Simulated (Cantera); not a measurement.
# Thermodynamics of chlorosilane synthesis and conversion, feed SiCl4 + Cl2 + H2

Feed: 1 mol SiCl4, 0.74 mol Cl2, 0.58 mol H2, held at 1.00 bar.

These are equilibrium values from Cantera (NASA tables, ideal gas, pure condensed phases), not measurements of a reactor. Candidate condensed phases: Si; 19 gas species. The tables' values for SiCl3 are old estimates; treat these amounts as uncertain. The numbers say what is thermodynamically allowed, not how fast it happens.

```
T (K)  x HCl  x SiCl4   x Cl2      x Cl   x SiCl3   x SiCl2      x H2
-----  -----  -------  ------  --------  --------  --------  --------
848    0.500    0.431  0.0690   7.04e-6  3.28e-12    <1e-12  1.85e-12
998    0.500    0.431  0.0689   9.90e-5   1.03e-9    <1e-12  1.03e-10
1148   0.500    0.431  0.0686  0.000702   7.07e-8    <1e-12   2.02e-9
1298   0.499    0.430  0.0673   0.00316   1.82e-6  4.62e-11   2.04e-8
1448   0.497    0.429  0.0635    0.0102   2.43e-5   5.05e-9   1.33e-7
1598   0.494    0.425  0.0554    0.0256  0.000205   2.45e-7   6.61e-7
1748   0.487    0.419  0.0425    0.0506   0.00128   6.96e-6   2.87e-6
```
x: gas mole fraction; nothing condenses.

From 848 K to 1748 K nothing is condensed. The main Si-bearing gas is SiCl4 throughout.
